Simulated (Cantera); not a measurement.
## Catalytic combustion on Pt

An isothermal plug-flow reactor at 975 K and 0.582 atm (inlet), inlet velocity 0.16 m/s, active area per volume 330 1/m; feed CH₄ : O₂ : N₂ : H₂O = 0.0028 : 0.12 : 0.79 : 0.0057 (molar parts).

Computed with Cantera and Deutschmann's 1995 Pt surface mechanism with GRI-Mech 3.0 gas chemistry. Catalytic surfaces can have several steady states; this one follows from the mechanism file's or the stated starting coverage. Mass transfer to the wall is taken as infinitely fast.

```json
[
 {"z (m)": "0.0004", "x CH₄": "0.00290", "x O₂": "0.130", "x H₂O": "0.00649", "x CO₂": "0.000142", "x CO": "1.32e-6", "θ free Pt": "0.184", "θ O*": "0.814", "θ OH*": "0.00118"},
 {"z (m)": "0.00072", "x CH₄": "0.00279", "x O₂": "0.130", "x H₂O": "0.00671", "x CO₂": "0.000251", "x CO": "1.27e-6", "θ free Pt": "0.184", "θ O*": "0.814", "θ OH*": "0.00120"},
 {"z (m)": "0.0013", "x CH₄": "0.00260", "x O₂": "0.130", "x H₂O": "0.00709", "x CO₂": "0.000440", "x CO": "1.19e-6", "θ free Pt": "0.184", "θ O*": "0.814", "θ OH*": "0.00124"},
 {"z (m)": "0.0023", "x CH₄": "0.00231", "x O₂": "0.129", "x H₂O": "0.00768", "x CO₂": "0.000736", "x CO": "1.05e-6", "θ free Pt": "0.185", "θ O*": "0.814", "θ OH*": "0.00129"},
 {"z (m)": "0.004", "x CH₄": "0.00187", "x O₂": "0.128", "x H₂O": "0.00854", "x CO₂": "0.00116", "x CO": "8.59e-7", "θ free Pt": "0.185", "θ O*": "0.814", "θ OH*": "0.00136"},
 {"z (m)": "0.0072", "x CH₄": "0.00126", "x O₂": "0.127", "x H₂O": "0.00975", "x CO₂": "0.00177", "x CO": "5.85e-7", "θ free Pt": "0.185", "θ O*": "0.813", "θ OH*": "0.00145"},
 {"z (m)": "0.013", "x CH₄": "0.000615", "x O₂": "0.126", "x H₂O": "0.0110", "x CO₂": "0.00240", "x CO": "2.96e-7", "θ free Pt": "0.186", "θ O*": "0.813", "θ OH*": "0.00154"},
 {"z (m)": "0.023", "x CH₄": "0.000177", "x O₂": "0.125", "x H₂O": "0.0119", "x CO₂": "0.00284", "x CO": "1.00e-7", "θ free Pt": "0.186", "θ O*": "0.813", "θ OH*": "0.00160"},
 {"z (m)": "0.04", "x CH₄": "2.10e-5", "x O₂": "0.125", "x H₂O": "0.0122", "x CO₂": "0.00300", "x CO": "2.42e-8", "θ free Pt": "0.186", "θ O*": "0.812", "θ OH*": "0.00163"}
]
```
x: gas mole fraction; θ: surface coverage.
